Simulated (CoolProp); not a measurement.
Vapour-liquid equilibrium of propane (1) + n-pentane (2) at 0.00958 MPa; x and y are mole fractions of (1).

Values from CoolProp's multi-fluid Helmholtz-energy mixture model, Lemmon 2009 and Thol 2019; pair parameters Kunz 2012.

```tsv
x	bubble temperature (°C)	y at the bubble point	dew temperature at overall composition x (°C)	liquid density (mol/L)
0.05	-41.8	0.758	-19.8	9.579
0.125	-56.7	0.924	___	9.945
0.2	-63.9	___	-22.9	10.25
0.275	-68.4	0.976	-24.6	10.55
0.35	-71.6	0.983	-26.5	10.86
0.425	-74.0	0.988	___	11.20
0.5	-76.0	0.991	-30.8	11.55
0.575	-77.6	0.993	-33.3	11.93
0.65	-79.1	0.995	-36.3	12.32
0.725	-80.4	0.996	-39.9	12.72
0.8	-81.6	0.997	___	13.14
0.875	-82.7	0.999	-50.6	13.56
0.95	-83.8	0.999	-61.4	13.97
```

Q: Complete the blanks.

A: 
- 0.125, dew temperature at overall composition x (°C): -21.3
- 0.2, y at the bubble point: 0.961
- 0.425, dew temperature at overall composition x (°C): -28.5
- 0.8, dew temperature at overall composition x (°C): -44.4

No azeotrope shows between x = 0.05 and 0.95.

The pair parameters rest on a limited set of measurements; away from them the model extrapolates.
